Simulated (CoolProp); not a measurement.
Values from CoolProp's reference Helmholtz-energy equation of state, Gao 2020.

Problem. Give the vapour pressure (MPa), enthalpy of vaporisation (kJ/kg), liquid cp (kJ/(kg K)), vapour Z of saturated ammonia at 319.1, 321.6 K.

Solution. 
```json
[
 {"T (K)": "319.1", "p (MPa)": "1.83", "enthalpy of vaporisation (kJ/kg)": "1070", "liquid cp (kJ/(kg K))": "5.01", "vapour Z": "0.829"},
 {"T (K)": "321.6", "p (MPa)": "1.95", "enthalpy of vaporisation (kJ/kg)": "1060", "liquid cp (kJ/(kg K))": "5.05", "vapour Z": "0.822"}
]
```
